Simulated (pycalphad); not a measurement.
Computed with pycalphad from the COST 507 light-alloy database (1999), at 1 atm. The data set is of 1999 and partly superseded. Phase fractions are per mole of atoms.

Give the equilibrium state of Al-0.2973Mg-0.2395Si (wt.%) at 327 °C.


```
T = 600.00 K, P = 101325 Pa, N = 1 mol of atoms
G = -20091 J/mol, H = 7905 J/mol, S = 46.66 J/(mol K)  (SER reference)
chemical potentials (J/mol): Al -19998, Mg -52538, Si -13847
phase             fraction      x(Al)      x(Mg)      x(Si)
FCC_A1              0.9959     0.9985   0.000614   0.000896
MG2SI               0.0040       none     0.6667     0.3333
DIAMOND_A4          0.0001   1.14e-09       none     1.0000
```

Give the equilibrium state of Al-0.2973Mg-0.2395Si (wt.%) at 427 °C.

fcc, fraction 0.999, with 0.25 Mg, 0.21 Si wt.%; MG2SI, fraction 0.001, with 63.4 Mg, 36.6 Si wt.%.

Database names, with the compositions (at.%) that they take in these runs: MG2SI: Mg 67 Si 33. FCC_A1 is fcc; DIAMOND_A4 is diamond (Si). An entry "none" or "no" means that the model of the phase leaves that element out.
